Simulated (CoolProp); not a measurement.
Vapour-liquid equilibrium of R142b (1) + R113 (2) at -20.85 °C; x and y are mole fractions of (1).

Values from CoolProp's multi-fluid Helmholtz-energy mixture model, Lemmon 2006 and Marx 1992; pair parameters Bell 2016.

Q: Give the bubble pressure and the first vapour's composition at x = 0.35, 0.5, 0.8. Is there an azeotrope?

A: x = 0.35: 0.02963 MPa, y = 0.884; x = 0.5: 0.03748 MPa, y = 0.924; x = 0.8: 0.05141 MPa, y = 0.973. No azeotrope shows between x = 0.05 and 0.95.

The pair parameters rest on a limited set of measurements; away from them the model extrapolates.
